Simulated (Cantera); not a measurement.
Silicon carbide growth: Si(CH₃)₄ + C₃H₈ + H₂

A closed system holds: 1 mol Si(CH₃)₄, 0.0041 mol C₃H₈, 1.8 mol H₂, equilibrated at 67.0 mbar.

Equilibrium computed with Cantera from the NASA thermochemical tables; the gas is ideal and each condensed phase is pure. Candidate condensed phases: C, C₆H₆, C₇H₈, C₈H₁₈, Si, SiC; 87 gas species. Gases not in the tables: Si₂H₆ and higher silanes. Rates play no part.

```tsv
T (K)	x H₂	x H	x Si	x C₂H₂ (acetylene)	x SiC₂	n C(graphite)	n SiC(s)
1250	0.999	1.87e-6	<1e-12	2.52e-7	<1e-12	3.01	1.00
1400	1.000	1.88e-5	5.89e-11	2.52e-6	<1e-12	3.01	1.00
1550	1.000	0.000122	4.37e-9	1.60e-5	1.15e-11	3.01	1.00
1700	0.999	0.000569	1.50e-7	7.33e-5	1.18e-9	3.01	1.000
1850	0.998	0.00208	2.90e-6	0.000261	5.61e-8	3.01	1.000
2000	0.993	0.00626	3.56e-5	0.000763	1.48e-6	3.00	1.000
2150	0.982	0.0161	0.000308	0.00190	2.43e-5	2.98	0.997
2300	0.957	0.0366	0.00200	0.00413	0.000276	2.96	0.977
2450	0.903	0.0738	0.0103	0.00788	0.00230	2.96	0.867
```
x: gas mole fraction; n: condensed amount in mol.

From 1250 K to 2450 K the condensed part is C(graphite) + SiC(s).
